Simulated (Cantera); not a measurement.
Input (Python, Cantera) and output of one run.

```python
import numpy as np
import cantera as ct

gas_names = [...]  # 110 gases of nasa_gas.yaml made of C, H, O
cond_names = """
    C(gr) C6H6(L) C7H8(L) C8H18(L),n-octa H2O(s) H2O(L)
""".split()


# ... load() reads the species with a 1 bar reference pressure and builds the phases ...
atoms = {
    'C2H2': {'C': 2, 'H': 2},
    'H2O': {'H': 2, 'O': 1},
}
top_T = {'C(gr)': 4500}  # K; cautious upper limits of use, not melting points


# ... equilibrate(T, P, feed) seeds the gas with the atoms and calls Mixture.equilibrate('TP', solver="vcs", rtol=1e-11, max_steps=5000) ...
results = []
feed = {'C2H2': 1, 'H2O': 0.13}  # mol
T = 598  # K
P = 68  # Pa
mix = equilibrate(T, P, feed)
results.append((T, P, feed, dict(zip(mix.species_names, mix.species_moles))))
x = sorted(zip(gas.X, gas.species_names), reverse=True)
print(f"T = {T:g} K  P = {P:g} Pa  gas = {mix.phase_moles(0):.4g} mol")
print("   x: " + "  ".join(f"{s} {v:.3e}" for v, s in x if v > 1e-05))
print("   condensed (mol): " + ("  ".join(f"{mix.phase(i).name} {mix.phase_moles(i):.4g}"
      for i in range(1, mix.n_phases) if mix.phase_moles(i) > 1e-12) or "none"))
```

It prints:

```
T = 598 K  P = 68 Pa  gas = 1.101 mol
   x: H2 8.495e-01  H2O 7.892e-02  CH4 4.894e-02  CO2 1.651e-02  CO 6.124e-03
   condensed (mol): C(gr) 1.921
```

Method: chemical equilibrium by Gibbs-energy minimisation in Cantera with the NASA 1993 tables (ideal gas, pure condensed phases).
